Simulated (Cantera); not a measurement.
Input (Python, Cantera) and output of one run.

```python
import numpy as np
import cantera as ct

gas_names = """
    N NO NO2 NO3 N2 N2O O O2 O3 S SN SO SO2 SO3 S2 S2O S8
""".split()
cond_names = """
    S(cr1) S(cr2) S(L)
""".split()


# ... load() reads the species with a 1 bar reference pressure and builds the phases ...
atoms = {
    'N2O': {'N': 2, 'O': 1},
    'SO2': {'S': 1, 'O': 2},
    'O2': {'O': 2},
}
top_T = {}  # K; cautious upper limits of use, not melting points


# ... equilibrate(T, P, feed) seeds the gas with the atoms and calls Mixture.equilibrate('TP', solver="vcs", rtol=1e-11, max_steps=5000) ...
results = []
feed = {'N2O': 1, 'SO2': 0.018, 'O2': 5.1}  # mol
T = 2425  # K
P = 1333.22  # Pa
mix = equilibrate(T, P, feed)
results.append((T, P, feed, dict(zip(mix.species_names, mix.species_moles))))
x = sorted(zip(gas.X, gas.species_names), reverse=True)
print(f"T = {T:g} K  P = {P:g} Pa  gas = {mix.phase_moles(0):.4g} mol")
print("   x: " + "  ".join(f"{s} {v:.3e}" for v, s in x if v > 1e-05))
print("   condensed (mol): " + ("  ".join(f"{mix.phase(i).name} {mix.phase_moles(i):.4g}"
      for i in range(1, mix.n_phases) if mix.phase_moles(i) > 1e-12) or "none"))
```

It prints:

```
T = 2425 K  P = 1333.22 Pa  gas = 6.877 mol
   x: O2 7.688e-01  N2 1.374e-01  O 7.518e-02  NO 1.604e-02  SO2 2.527e-03  SO 8.879e-05
   condensed (mol): none
```

Method: chemical equilibrium by Gibbs-energy minimisation in Cantera with the NASA 1993 tables (ideal gas, pure condensed phases).
